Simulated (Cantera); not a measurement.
Moist CO burnout

An isothermal, constant-pressure homogeneous reactor starts with CO : O₂ : H₂O : N₂ = 0.0045 : 0.0074 : 0.0065 : 1 (molar parts), equivalence ratio 0.30, at 1523 K and 100000 Pa.

Cantera simulation using GRI-Mech 3.0 (53 species, 325 reactions); the numbers are that mechanism's predictions, not measurements.

| t (s) | x CO | x O₂ | x H₂O | x CO₂ | x H₂ | x NO |
|---|---|---|---|---|---|---|
| 0.000600 | 0.00442 | 0.00727 | 0.00638 | 7.89e-7 | 9.10e-8 | 1.09e-12 |
| 0.00179 | 0.00368 | 0.00681 | 0.00612 | 0.000736 | 9.58e-5 | 1.11e-8 |
| 0.00534 | 0.000462 | 0.00522 | 0.00605 | 0.00396 | 0.000140 | 1.19e-6 |
| 0.0159 | 6.53e-5 | 0.00507 | 0.00633 | 0.00436 | 2.04e-5 | 1.53e-6 |
| 0.0475 | 9.02e-6 | 0.00506 | 0.00638 | 0.00442 | 3.23e-6 | 1.60e-6 |
| 0.142 | 1.61e-6 | 0.00506 | 0.00639 | 0.00443 | 7.11e-7 | 1.62e-6 |
| 0.423 | 5.39e-7 | 0.00506 | 0.00639 | 0.00443 | 2.78e-7 | 1.63e-6 |
| 1.26 | 4.31e-7 | 0.00507 | 0.00639 | 0.00443 | 2.32e-7 | 1.64e-6 |
| 3.77 | 4.30e-7 | 0.00507 | 0.00639 | 0.00443 | 2.32e-7 | 1.67e-6 |
| 11.2 | 4.30e-7 | 0.00507 | 0.00639 | 0.00443 | 2.32e-7 | 1.75e-6 |
| 33.5 | 4.30e-7 | 0.00506 | 0.00639 | 0.00443 | 2.32e-7 | 2.00e-6 |
| 100 | 4.30e-7 | 0.00506 | 0.00639 | 0.00443 | 2.32e-7 | 2.76e-6 |
x: mole fraction; the columns are a selection and need not sum to one.

Equilibrium at this temperature and pressure: CO 4.35e-7, O₂ 0.00495, H₂O 0.00639, CO₂ 0.00443, H₂ 2.34e-7, NO 0.000236 (gas phase only).
